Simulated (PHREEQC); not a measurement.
Consider water at 25 °C with 0.0099 mol/kgw HF and 0.034 mol/kgw NH4HF2. It is in equilibrium with CO2 at log p = -3.4 (atm). Otherwise closed; pH follows from the charge balance.

The numbers come from PHREEQC with the ion-association model, phreeqc.dat.

No solid was allowed to form.

**Question.** Estimate the pH, ionic strength.

**Answer.** pH 3.00; ionic strength 0.0352 mol/kgw.

**Question.** In which forms is F present?

**Answer.** HF 49 %, F- 39 %, HF2- 12 % of the F.
